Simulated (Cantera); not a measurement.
Feed: 1 mol Si₃N₄, 1.7 mol HCl, 4.3 mol N₂, held at 0.100 bar.

Cantera equilibrium calculation (NASA polynomials, part measured and part estimated; ideal gas, pure solids and liquids). Candidate condensed phases: NH₄Cl, Si, Si₃N₄; 28 gas species. Rates play no part.

Q: Which condensed phases are stable at each of these points (T (K)): 1650, 1675, 1700, 1725, 1750, 1775, 1800, 1825, 1850, 1875, 1900, 1925, 1950?

A: 
```tsv
T (K)	condensed phases	Si condensed (%)
1650	Si₃N₄(s)	87.8
1675	Si₃N₄(s)	86.8
1700	Si₃N₄(s)	85.8
1725	Si₃N₄(s)	84.9
1750	Si₃N₄(s)	84.0
1775	Si₃N₄(s)	83.1
1800	Si₃N₄(s)	82.3
1825	Si₃N₄(s)	81.5
1850	Si₃N₄(s)	80.8
1875	Si₃N₄(s)	80.1
1900	Si₃N₄(s)	79.4
1925	Si₃N₄(s)	78.8
1950	Si(l)	78.4
```

From 1650 K to 1925 K the condensed part is Si₃N₄(s). At 1950 K the condensed part is Si(l).
